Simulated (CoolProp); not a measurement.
Saturation properties of methane (Tc = -82.6 °C, pc = 4.599 MPa, ω = 0.011).

Model: reference Helmholtz-energy equation of state, Setzmann 1991, in CoolProp.

```json
[
 {"T (°C)": "-163.05", "p (MPa)": "(withheld)", "liquid viscosity (µPa s)": "121", "liquid conductivity (mW/(m K))": "186"},
 {"T (°C)": "-155.95", "p (MPa)": "0.1562", "liquid viscosity (µPa s)": "104", "liquid conductivity (mW/(m K))": "(withheld)"},
 {"T (°C)": "-148.85", "p (MPa)": "0.2567", "liquid viscosity (µPa s)": "(withheld)", "liquid conductivity (mW/(m K))": "166"},
 {"T (°C)": "-141.75", "p (MPa)": "0.3992", "liquid viscosity (µPa s)": "79.2", "liquid conductivity (mW/(m K))": "156"},
 {"T (°C)": "-134.65", "p (MPa)": "0.5928", "liquid viscosity (µPa s)": "69.9", "liquid conductivity (mW/(m K))": "146"},
 {"T (°C)": "-127.55", "p (MPa)": "0.8473", "liquid viscosity (µPa s)": "61.9", "liquid conductivity (mW/(m K))": "136"},
 {"T (°C)": "-120.45", "p (MPa)": "1.173", "liquid viscosity (µPa s)": "54.8", "liquid conductivity (mW/(m K))": "125"},
 {"T (°C)": "-113.35", "p (MPa)": "(withheld)", "liquid viscosity (µPa s)": "(withheld)", "liquid conductivity (mW/(m K))": "115"},
 {"T (°C)": "-106.25", "p (MPa)": "2.078", "liquid viscosity (µPa s)": "42.2", "liquid conductivity (mW/(m K))": "105"}
]
```

Problem. What belongs in the gaps?

Solution. 
- -163.05, p (MPa): 0.08888
- -155.95, liquid conductivity (mW/(m K)): 176
- -148.85, liquid viscosity (µPa s): 90.3
- -113.35, p (MPa): 1.579
- -113.35, liquid viscosity (µPa s): 48.3

It boils at -161.5 °C under 1 atm.

Viscosity comes from a separate model (Quiñones-Cisneros 2006). Thermal conductivity comes from a separate model (Friend 1989).
